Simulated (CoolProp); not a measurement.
A single-stage vapour-compression cycle with the fluid: evaporating at 264.15 K (dew point), condensing at 330.15 K (bubble point), superheat 0 K, subcooling 5 K, compressor efficiency 0.9, no pressure losses. The same conditions are run with several fluids, on thermodynamics alone (safety and materials aside).

Values from CoolProp's reference Helmholtz-energy equation of state of each fluid (isobutene: Lemmon 2005; R410A: Lemmon 2003; propane: Lemmon 2009; R152A: Outcalt 1996; n-pentane: Thol 2019; isobutane: Bücker 2006). Blends and air are pseudo-pure fits.

| fluid | cooling COP | pressure ratio | discharge temperature (K) | refrigerating effect (kJ/kg) | volumetric capacity (kJ/m³) |
|---|---|---|---|---|---|
| isobutene | 2.74 | 7.76 | 333.9 | 249 | 621 |
| R410A | 2.29 | 6.07 | 362.6 | 129 | 2940 |
| propane | 2.48 | 5.57 | 341.2 | 222 | 1750 |
| R152A | 2.74 | 7.41 | 355.4 | 206 | 1250 |
| n-pentane | 2.79 | 12.3 | 330.1 | 251 | 133 |
| isobutane | 2.61 | 7.19 | 330.2 | 215 | 671 |

The compression ends wet for: n-pentane; isobutane.
